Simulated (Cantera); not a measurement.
Feed: 1 mol SiC, 0.073 mol O2, 3.4 mol N2, at 1077 °C and 1.33 mbar.

Cantera equilibrium calculation (NASA polynomials, part measured and part estimated; ideal gas, pure solids and liquids). N2 is the only nitrogen source here; it is nearly inert below about 1500 K, so the nitride shown seldom forms there in practice. Mutual solubility and eutectic melting of coexisting phases are not modelled. The numbers say what is thermodynamically allowed, not how fast it happens.

```
species            before    after
----------------  -------  -------
N2                  0.996    1.000
CO                0.00403  4.77e-6
C(graphite), mol    0.252    1.000
SiC(s), mol         0.734        0
Si2N2O(s), mol      0.133    0.146
Si3N4(s), mol           0    0.236
```
Gas species are given as mole fractions.

What was changed between the two runs?
A. temperature from 1077 °C to 1700 °C
B. pressure from 1.33 mbar to 1 atm
C. pressure from 1.33 mbar to 11.0 Pa
D. temperature from 1077 °C to 1875 °C

B, pressure from 1.33 mbar to 1 atm
